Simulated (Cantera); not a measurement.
Feed: 1 mol CaCO₃, 1.3 mol H₂, 0.022 mol O₂, 0.063 mol H₂O, at 1425 K and 3.90 mbar.

These are equilibrium values from Cantera (NASA tables, ideal gas, pure condensed phases), not measurements of a reactor. Candidate condensed phases: C, C₆H₆, C₇H₈, C₈H₁₈, Ca, CaCO₃, CaO, Ca(OH)₂, H₂O; 115 gas species. The numbers say what is thermodynamically allowed, not how fast it happens.

Base state: H₂O 0.319, CO 0.274, H₂ 0.258, CO₂ 0.149, H 5.54e-5 (mole fractions); condensed: CaO(s).

Question: What changes in the equilibrium state with this change: H₂ from 1.3 to 0.076 mol?

Answer: 
```csv
species,before,after
CO₂,0.149,0.852
H₂O,0.319,0.120
CO,0.274,0.0265
H₂,0.258,0.00164
H,5.54e-5,4.43e-6
"CaO(s), mol",1.00,1.00
```

Question: What changes in the equilibrium state with this change: temperature from 1425 K to 1048.15 K?

Answer: 
| species | before | after |
|---|---|---|
| H₂ | 0.258 | 0.317 |
| H₂O | 0.319 | 0.260 |
| CO | 0.274 | 0.215 |
| CO₂ | 0.149 | 0.209 |
| H | 5.54e-5 | 6.99e-8 |
| CaO(s), mol | 1.00 | 1.00 |
